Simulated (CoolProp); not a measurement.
Carbonyl sulfide along the isobar 18.9 MPa: density (kg/m³) from the reference equation and from simpler models built on Tc = 105.6 °C, pc = 6.369 MPa, ω = 0.098; each cubic takes its own stable root.

Values from CoolProp's reference Helmholtz-energy equation of state, Lemmon 2006. It is a short technical equation, of lower accuracy than the large ones.

```tsv
T (°C)	phase	reference	Redlich-Kwong	Peng-Robinson
-121.05	liquid	1332	1260	1406
-103.05	liquid	1299	1234	1380
-84.95	liquid	1266	1205	1351
-66.85	liquid	1232	1175	1320
-48.75	liquid	1198	1142	1287
-30.65	liquid	1163	1108	1251
-12.55	liquid	1127	1071	1212
5.45	liquid	1090	1032	1170
23.55	liquid	1051	991.2	1124
41.65	liquid	1010	947.5	1074
59.75	liquid	965.5	901.1	1019
77.85	liquid	918.1	851.6	959.4
95.95	liquid	866.5	799.1	894.1
113.95	supercritical	810.4	743.7	823.6
132.05	supercritical	748.2	685.2	747.6
150.15	supercritical	680.2	624.8	668.9
```
